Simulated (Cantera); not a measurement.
**Catalytic combustion on Pt**

An isothermal plug-flow reactor at 950 K and 100000 Pa (inlet), inlet velocity 3.2 m/s, active area per volume 2600 1/m; feed H2 : O2 : N2 : H2O = 0.011 : 0.05 : 0.79 : 0.025 (molar parts).

Computed with Cantera and Deutschmann's 1995 Pt surface mechanism with GRI-Mech 3.0 gas chemistry. Catalytic surfaces can have several steady states; this one follows from the mechanism file's or the stated starting coverage. Mass transfer to the wall is taken as infinitely fast.

| z (m) | x H2 | x O2 | x H2O | θ free Pt | θ O* | θ OH* |
|---|---|---|---|---|---|---|
| 0.00029 | 0.00142 | 0.0518 | 0.0399 | 0.192 | 0.804 | 0.00428 |
| 0.00062 | 0.000228 | 0.0512 | 0.0411 | 0.178 | 0.818 | 0.00419 |
| 0.0013 | 5.99e-6 | 0.0511 | 0.0413 | 0.175 | 0.820 | 0.00418 |
| 0.0029 | 1.26e-9 | 0.0511 | 0.0414 | 0.175 | 0.820 | 0.00417 |
| 0.0062 | 8.19e-11 | 0.0511 | 0.0414 | 0.175 | 0.820 | 0.00417 |
| 0.013 | 8.19e-11 | 0.0511 | 0.0414 | 0.175 | 0.820 | 0.00417 |
| 0.029 | 8.19e-11 | 0.0511 | 0.0414 | 0.175 | 0.820 | 0.00417 |
x: gas mole fraction; θ: surface coverage.
